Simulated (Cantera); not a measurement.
A closed system holds: 1 mol SiCl4, 0.04 mol HCl, 3.7 mol H2, 0.64 mol C2H4, equilibrated at 100000 Pa.

Points: T (K) = 1223, 1323, 1423, 1523, 1623, 1723, 1823, 1923, 2023, 2123, 2223, 2323, 2423, 2523.

Cantera's Mixture.equilibrate('TP', solver="vcs", rtol=1e-11, max_steps=5000) on the NASA tables stopped like this:

```
ERROR: FAILURE its = 5001!

*******************************************************************************
CanteraError thrown by MultiPhase::equilibrate:
VCS solver failed. Return code: -1
*******************************************************************************
```

Question: What got this run through?

Answer: Several could match; the one computed here: The failure is numerical, not chemical. The same input converged with solver="gibbs", rtol=1e-10, max_steps=50000, and the result passed a check of the equilibrium conditions:
```
log10 of partial pressures in bar; condensed amounts in mol
       T/K        H2       HCL     SiCL4     SiCL2         H     C(gr)    SiC(b)
      1223    -0.176    -0.662    -1.013    -3.475    -6.610     0.928    0.3146
      1323    -0.207    -0.540    -1.128    -2.914    -5.903    0.8315    0.4316
      1423    -0.240    -0.452    -1.277    -2.459    -5.298    0.7327    0.5389
      1523    -0.270    -0.392    -1.470    -2.098    -4.771    0.6552    0.6202
      1623    -0.292    -0.356    -1.713    -1.821    -4.307    0.6129    0.6642
      1723    -0.305    -0.340    -2.003    -1.615    -3.892    0.6077    0.6699
      1823    -0.310    -0.338    -2.321    -1.463    -3.518    0.6308    0.6465
      1923    -0.310    -0.345    -2.649    -1.350    -3.181    0.6704    0.6056
      2023    -0.307    -0.356    -2.970    -1.263    -2.875    0.7171     0.556
      2123    -0.303    -0.371    -3.279    -1.194    -2.597     0.765    0.5028
      2223    -0.299    -0.387    -3.573    -1.138    -2.343    0.8099    0.4487
      2323    -0.296    -0.405    -3.851    -1.094    -2.111    0.8495    0.3946
      2423    -0.295    -0.424    -4.115    -1.058    -1.899    0.8822    0.3389
      2523    -0.297    -0.445    -4.368    -1.031    -1.705    0.9085     0.276
```

The gas is ideal and each condensed phase is pure. The tables' values for SiCl3, SiCl are old estimates; treat these amounts as uncertain. Gases not in the tables: Si2H6 and higher silanes.
